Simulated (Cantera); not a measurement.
A freely propagating, adiabatic, planar premixed flame of H₂ : O₂ : N₂ = 1 : 0.227 : 0.855 (molar parts), unburnt at 300 K and 2.40 bar; mixture-averaged transport, grid criteria slope 0.08 and curve 0.16, no radiation.

Model: the H2/O2 subset of GRI-Mech 3.0, which has no nitrogen chemistry, integrated in Cantera. The hydrogen kinetics of GRI-Mech 3.0 are dated; newer H2 mechanisms differ, most at raised pressure. Burning velocities carry a grid error of a few per cent, more on coarse grids.

**Question.** How do the results move with these cheaper or finer settings: unity-Lewis-number transport; multicomponent transport; multicomponent+Soret transport; grid criteria slope 0.5, curve 1; grid criteria slope 0.25, curve 0.5; grid criteria slope 0.03, curve 0.06?

**Answer.** 
| setting | laminar burning velocity | thermal thickness | peak x(OH) | peak x(O) | grid points |
|---|---|---|---|---|---|
| as above | 286 cm/s | 0.111 mm | 0.00206 | 0.00164 | 120 |
| unity-Lewis-number transport | 173 cm/s | 0.124 mm | 0.00206 | 0.00107 | 119 |
| multicomponent transport | 281 cm/s | 0.112 mm | 0.00203 | 0.00159 | 120 |
| multicomponent+Soret transport | 273 cm/s | 0.107 mm | 0.00214 | 0.00167 | 120 |
| grid criteria slope 0.5, curve 1 | 288 cm/s | 0.133 mm | 0.00206 | 0.00147 | 40 |
| grid criteria slope 0.25, curve 0.5 | 286 cm/s | 0.120 mm | 0.00207 | 0.00154 | 49 |
| grid criteria slope 0.03, curve 0.06 | 285 cm/s | 0.108 mm | 0.00203 | 0.00164 | 273 |
Unity Lewis numbers drop preferential diffusion, which matters most where H2 and H carry the flame; Soret adds thermal diffusion.
